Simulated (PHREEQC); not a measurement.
Solution (25 °C): 0.07 mol/kgw CsOH, 0.00085 mol/kgw K2SiO3 and 0.002 mol/kgw K3PO4. Closed to the air; pH follows from the charge balance.

The numbers come from PHREEQC with the ion-association model, wateq4f.dat.

Each row changes one thing in this solution. Precipitation was switched off in this run.

```csv
case,pH,ionic strength (mol/kgw),PO4-3 (mol/kgw),HPO4-2 (mol/kgw),KHPO4- (mol/kgw)
as made,12.74,0.0836,0.00177,0.000227,1.32e-6
temperature from 25 to 10 °C,13.28,0.0839,0.00190,9.93e-5,5.89e-7
K2SiO3 left out,12.74,0.0815,0.00177,0.000229,1.05e-6
K3PO4 replaced by NaH2PO4 at the same molality,12.72,0.0796,0.00176,0.000241,3.15e-7
K3PO4 from 0.002 to 0.001 mol/kgw,12.74,0.0778,0.000884,0.000116,4.20e-7
CsOH left out,11.36,0.0103,0.000292,0.00169,1.68e-5
0.017 mol/kgw Ca(OH)2 added,12.87,0.112,1.49e-6,1.25e-7,6.57e-10
K2SiO3 from 0.00085 to 0.00017 mol/kgw,12.74,0.0819,0.00177,0.000229,1.10e-6
```

Some of these states are supersaturated (in Hydroxyapatite, Portlandite, for instance). H3PO4, which wateq4f.dat lacks, is added to it with the constant of phreeqc.dat. Away from 25 °C the constants follow the database's enthalpies or fits; those with neither stay at their 25 °C values.
